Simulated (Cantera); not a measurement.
A perfectly stirred reactor is fed with 1.19 % C₂H₆, 98.8 % N₂, at 0.320 bar; it is held at 1325 K, and followed from long to short residence time.

Detailed kinetics in Cantera: GRI-Mech 3.0 (53 species, 325 reactions). GRI-Mech 3.0 stops at C3 and has no aromatics, soot or wall deposition, so with more carbon than oxygen in the feed, carbon stays in small species such as C2H2 where larger ones or solid carbon would form.

### Question
Predict: x(C₂H₆) at τ = 17.0 s; x(CH₄) at τ = 17.0 s; x(CH₃) at τ = 17.0 s; x(HCN) at τ = 17.0 s; x(C₂H₆) at τ = 0.120 s; x(CH₄) at τ = 0.120 s; x(CH₃) at τ = 0.120 s; x(CH₂) at τ = 0.120 s; x(HCN) at τ = 0.120 s.

### Answer
- x(C₂H₆) at τ = 17.0 s: 2.02e-5
- x(CH₄) at τ = 17.0 s: 0.00282
- x(CH₃) at τ = 17.0 s: 5.30e-6
- x(HCN) at τ = 17.0 s: 8.62e-9
- x(C₂H₆) at τ = 0.120 s: 0.000606
- x(CH₄) at τ = 0.120 s: 0.00214
- x(CH₃) at τ = 0.120 s: 2.72e-5
- x(CH₂) at τ = 0.120 s: 8.74e-9
- x(HCN) at τ = 0.120 s: 1.17e-8
